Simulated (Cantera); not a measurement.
Al + I2 + O2 (chemical vapour transport)

Charge: 1 mol Al, 0.36 mol I2, 1.4 mol O2, equilibrated at 0.230 bar.

These are equilibrium values from Cantera (NASA tables, ideal gas, pure condensed phases), not measurements of a reactor. Candidate condensed phases: Al, AlI3, Al2O3, I2; 14 gas species. The numbers say what is thermodynamically allowed, not how fast it happens.

```tsv
T (K)	log p O2	log p I	log p I2	log p O	log p O3	n Al2O3(s)
1023	-0.85	-1.74	-1.16	-9.93	-12.11	0.500
1123	-0.87	-1.44	-1.24	-8.79	-11.48	0.500
1223	-0.89	-1.22	-1.39	-7.84	-10.98	0.500
1323	-0.92	-1.07	-1.61	-7.03	-10.55	0.500
1423	-0.94	-0.99	-1.88	-6.34	-10.18	0.500
1523	-0.95	-0.95	-2.17	-5.73	-9.85	0.500
1623	-0.96	-0.94	-2.46	-5.20	-9.56	0.500
1723	-0.96	-0.93	-2.74	-4.72	-9.29	0.500
```
log p: log10 of the partial pressure in bar; n: condensed amount in mol.

From 1023 K to 1723 K the condensed part is Al2O3(s).
